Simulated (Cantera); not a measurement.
Input: 1 mol PbO, 4.8 mol CO, 0.69 mol N2, 0.035 mol O2, held at 0.620 bar.

Equilibrium computed with Cantera from the NASA thermochemical tables; the gas is ideal and each condensed phase is pure. Candidate condensed phases: C, Pb, PbO, PbO2, Pb3O4; 27 gas species. Rates play no part. All values below are at 1350 K.

Base state: CO 0.674, CO2 0.193, N2 0.125, Pb 0.00789 (mole fractions); condensed: Pb(l).

**Question.** What changes in the equilibrium state with this change: pressure from 0.620 bar to 75.0 mbar?

**Answer.** 
```tsv
species	before	after
CO	0.674	0.635
CO2	0.193	0.182
N2	0.125	0.117
Pb	0.00789	0.0652
Pb(l), mol	0.956	0.617
```
